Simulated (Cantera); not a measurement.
## NO annealing gas

An isothermal, constant-pressure homogeneous reactor starts with 45.5 % NO, 54.5 % N2, at 2123 K and 270 Torr.

Computed with Cantera and GRI-Mech 3.0 (53 species, 325 reactions).

```csv
t (s),x NO,x NO2,x O2,x N2,x N2O
3.00e-6,0.455,3.63e-9,3.91e-10,0.545,6.00e-7
1.02e-5,0.455,4.01e-8,4.45e-9,0.545,2.02e-6
3.44e-5,0.455,4.09e-7,5.06e-8,0.545,6.67e-6
0.000116,0.454,3.36e-6,5.87e-7,0.545,2.09e-5
0.000393,0.454,1.91e-5,8.22e-6,0.545,5.54e-5
0.00133,0.454,6.22e-5,0.000142,0.546,9.38e-5
0.00451,0.452,7.94e-5,0.00110,0.547,9.76e-5
0.0152,0.445,9.05e-5,0.00458,0.550,9.38e-5
0.0516,0.420,0.000118,0.0168,0.562,8.16e-5
0.175,0.337,0.000156,0.0583,0.604,4.97e-5
0.591,0.145,0.000106,0.154,0.700,8.74e-6
2.00,0.0216,1.86e-5,0.216,0.761,4.86e-7
```
x: mole fraction; the columns are a selection and need not sum to one.

Equilibrium at this temperature and pressure: NO 0.0107, NO2 9.35e-6, O2 0.221, N2 0.767, N2O 3.54e-7 (gas phase only).
